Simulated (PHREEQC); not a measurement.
1 kg of water holding 11 mmol/kgw KCl and 76 mmol/kgw K2CO3 is evaporated at 15 °C; the solids stay in contact with the brine. No CO2 enters from the air. The run lets Kalicinite, Sylvite precipitate or redissolve, and no other solid.

The series has 23 steps of water left (kg), from 1 to 0.01341.

Model: Pitzer model, pitzer.dat, run in PHREEQC.

Task: Which solids form, in which order, and at which step of the series does each first stand?

Result: Sylvite from water left = 0.01341 kg (pH 13.70).
